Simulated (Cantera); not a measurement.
Input: 1 mol Si, 0.025 mol CO₂, 1.6 mol N₂, at 1923.15 K and 1950 Torr.

Equilibrium computed with Cantera from the NASA thermochemical tables; the gas is ideal and each condensed phase is pure. Candidate condensed phases: C, Si, SiC, SiO₂, Si₂N₂O, Si₃N₄; 34 gas species. Mutual solubility and eutectic melting of coexisting phases are not modelled. Kinetics and transport are ignored.

Base state: N₂ 0.992, CO 0.00746, SiO 0.000218 (mole fractions); condensed: SiC(s) + Si₂N₂O(s) + Si₃N₄(s).

### Question
What changes in the equilibrium state with this change: temperature from 1923.15 K to 1550 K?

### Answer
```tsv
species	before	after
N₂	0.992	1.000
CO	0.00746	0.000109
SiO	0.000218	3.90e-8
SiC(s), mol	0.0178	0
Si₂N₂O(s), mol	0.0426	0.0499
Si₃N₄(s), mol	0.299	0.300
C(graphite), mol	0	0.0249
```
